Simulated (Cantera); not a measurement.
A closed system holds: 1 mol Cu, 1.4 mol F2, equilibrated at 0.100 bar.

Cantera equilibrium calculation (NASA polynomials, part measured and part estimated; ideal gas, pure solids and liquids). Candidate condensed phases: Cu, CuF2; 6 gas species. Rates play no part.

x: gas mole fraction; n: condensed amount in mol.

```tsv
T (°C)	x F2	x F	x CuF2	x CuF	n CuF2(s)	n CuF2(l)
525	0.975	0.0252	4.89e-8	<1e-12	1.00	0
575	0.949	___	___	<1e-12	1.00	0
625	0.904	0.0959	3.71e-6	<1e-12	1.000	0
675	0.835	0.165	2.25e-5	<1e-12	1.000	0
725	0.738	0.261	0.000113	<1e-12	1.000	0
775	0.616	0.384	0.000481	<1e-12	1.000	0
825	___	___	___	___	0.999	0
875	0.342	0.653	0.00475	1.01e-10	0	0.997
925	0.226	0.763	0.0110	8.70e-10	0	0.993
975	0.140	0.837	0.0234	6.57e-9	0	0.983
1025	0.0817	0.871	0.0468	4.41e-8	0	0.964
1075	0.0456	0.866	0.0884	2.66e-7	0	0.926
1125	0.0239	0.818	0.158	1.48e-6	0	0.854
```

### Question
Complete the blanks.

### Answer

- 575, x F: 0.0514
- 575, x CuF2: 4.87e-7
- 825, x F2: 0.478
- 825, x F: 0.520
- 825, x CuF2: 0.00178
- 825, x CuF: 9.54e-12
